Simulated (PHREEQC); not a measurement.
0.011 g of hydrous ferric oxide (600 m²/g; 0.2 weak and 0.005 strong sites per Fe, Dzombak-Morel constants, diffuse double layer) in 1 kg of water with 0.01 mol/kgw of an inert sodium salt and 0.0027 mmol/kgw SrCl2 and 0.0051 mmol/kgw Ag2SO4, at 25 °C; the pH is set by adding NaOH or the inert anion's acid. O2 is buffered at 0.21 atm. CO2 from the air is kept out. No solid was allowed to form.

Base run: PHREEQC, ion-association model, wateq4f.dat. Each further column changes one thing. The table gives Ag sorbed (%).

```
pH    base  no electrostatic term (-no_edl)  background salt from 0.01 to 0.001 mol/kgw  oxide from 0.011 to 0.055 g/kgw  3.1e-06 mol/kgw BaCl2 added
----  ----  -------------------------------  ------------------------------------------  -------------------------------  ---------------------------
4      0.0                              0.0                                         0.0                              0.0                          0.0
4.5    0.0                              0.0                                         0.0                              0.1                          0.0
5.5    0.2                              0.0                                         0.2                                …                          0.2
6      0.7                              0.0                                         0.7                              3.3                          0.7
7      3.5                              2.2                                         3.6                             16.3                          3.5
7.5    5.1                                …                                         5.2                             24.0                            …
8.5    8.2                              8.1                                         8.4                             36.9                          7.9
9     12.9                             10.4                                        13.2                             49.0                         12.1
10    41.8                             13.2                                        43.4                             84.6                            …
10.5  61.5                             13.5                                        64.2                             94.0                         57.6
11.5  84.1                             11.8                                        87.4                             98.8                         75.3
12    80.6                                …                                        84.1                             98.8                            …
```

Question: What belongs in the gaps?

Answer: 
- 5.5, oxide from 0.011 to 0.055 g/kgw: 1.1
- 7.5, no electrostatic term (-no_edl): 4.7
- 7.5, 3.1e-06 mol/kgw BaCl2 added: 5.0
- 10, 3.1e-06 mol/kgw BaCl2 added: 39.8
- 12, no electrostatic term (-no_edl): 8.8
- 12, 3.1e-06 mol/kgw BaCl2 added: 68.2

 In at least one series the solution becomes supersaturated in solids that the run did not let form, among them Ag2O.
